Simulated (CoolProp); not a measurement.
Saturation properties of normal hydrogen.

The numbers come from the reference Helmholtz-energy equation of state, Leachman 2009 in CoolProp.

| T (K) | p (bar) | liquid density (kg/m³) | liquid cp (kJ/(kg K)) | liquid viscosity (µPa s) |
|---|---|---|---|---|
| 26.3 | 4.180 | 62.56 | 14.90 | 8.59 |
| 27.1 | 4.869 | 61.12 | 16.16 | 8.10 |
| 27.9 | 5.635 | 59.55 | 17.75 | 7.61 |
| 28.7 | (withheld) | (withheld) | 19.84 | 7.14 |
| 29.5 | (withheld) | (withheld) | 22.75 | 6.67 |
| 30.3 | 8.439 | 53.67 | 27.21 | (withheld) |
| 31 | 9.416 | 51.38 | 33.76 | 5.76 |
| 31.8 | 10.63 | 48.09 | (withheld) | (withheld) |
| 32.6 | 11.97 | 43.10 | 116.7 | 4.47 |

Task: What belongs in the gaps?

Result: 
- 28.7, p (bar): 6.481
- 28.7, liquid density (kg/m³): 57.82
- 29.5, p (bar): 7.414
- 29.5, liquid density (kg/m³): 55.88
- 30.3, liquid viscosity (µPa s): 6.20
- 31.8, liquid cp (kJ/(kg K)): 49.69
- 31.8, liquid viscosity (µPa s): 5.19

It boils at 20.4 K under 1 atm.

Viscosity comes from a separate model (Muzny 2013).
